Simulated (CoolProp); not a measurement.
100 sccm (0 °C, 1 atm) of nitrogen bubbles through liquid the fluoroketone C6F12O (FK-5-1-12) at 285.1 K and leaves saturated at a total pressure of 0.0628 MPa (ideal gas phase). Each further row changes one setting.

Computed with CoolProp (reference Helmholtz-energy equation of state, McLinden 2015).

| case | vapour pressure (kPa) | mole fraction of vapour | delivery (mg/min) | delivery (sccm) | change of delivery for a bath 1 K warmer (%) |
|---|---|---|---|---|---|
| as stated | 22.6 | 0.360 | [?] | [?] | 7.7 |
| bath temperature 290.1 K | [?] | [?] | 1170 | 82.8 | 8.7 |
| total pressure 0.126 MPa | 22.6 | 0.179 | [?] | 21.8 | 5.9 |

Complete the blanks.


- as stated, delivery (mg/min): 792
- as stated, delivery (sccm): 56.2
- bath temperature 290.1 K, vapour pressure (kPa): 28.4
- bath temperature 290.1 K, mole fraction of vapour: 0.453
- total pressure 0.126 MPa, delivery (mg/min): 308
